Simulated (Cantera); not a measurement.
A perfectly stirred reactor is fed with 37.8 % CO, 2.45 % H2, 12.6 % O2, 47.2 % N2, equivalence ratio 1.6, at 1.00 atm; it is adiabatic with a 300 K inlet, and is followed from long to short residence time, starting on the burning branch (τ in s: 0.15, 0.055, 0.02, 0.0073, 0.0027, 0.00098, 0.00036, 0.00013, 4.8e-05, 1.7e-05, 6.4e-06).

Model: GRI-Mech 3.0 (53 species, 325 reactions), integrated in Cantera.

Q: Predict: blow-out, bracketed by the residence times tried; x(CO) at τ = 0.150 s; x(H2) at τ = 0.150 s; x(O2) at τ = 0.150 s; x(N2O) at τ = 0.150 s; x(NO) at τ = 0.150 s; x(CO) at τ = 0.980 ms; x(H2) at τ = 0.980 ms; x(O2) at τ = 0.980 ms; x(N2O) at τ = 0.980 ms; x(NO) at τ = 0.980 ms.

A: 
```json
{
 "blow_out_bracketed_by_the_residence_times_tried": "burning at 0.130 ms, out at 48.0 µs",
 "x(CO) at τ = 0.150 s": "0.173",
 "x(H2) at τ = 0.150 s": "0.00287",
 "x(O2) at τ = 0.150 s": "0.00128",
 "x(N2O) at τ = 0.150 s": "4.51e-8",
 "x(NO) at τ = 0.150 s": "0.000770",
 "x(CO) at τ = 0.980 ms": "0.208",
 "x(H2) at τ = 0.980 ms": "0.00361",
 "x(O2) at τ = 0.980 ms": "0.0198",
 "x(N2O) at τ = 0.980 ms": "1.10e-7",
 "x(NO) at τ = 0.980 ms": "0.000134"
}
```
